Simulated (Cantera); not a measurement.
A closed system holds: 1 mol Ti, 10 mol H₂, at 1852 °C.

Cantera equilibrium calculation (NASA polynomials, part measured and part estimated; ideal gas, pure solids and liquids). Candidate condensed phases: Ti; 3 gas species. Kinetics and transport are ignored.

Problem. At 0.00320 bar, list the 3 most abundant gas species with their mole fractions, and the condensed phases.

Solution. H₂ 0.924, H 0.0617, Ti 0.0145. Condensed: Ti(l).
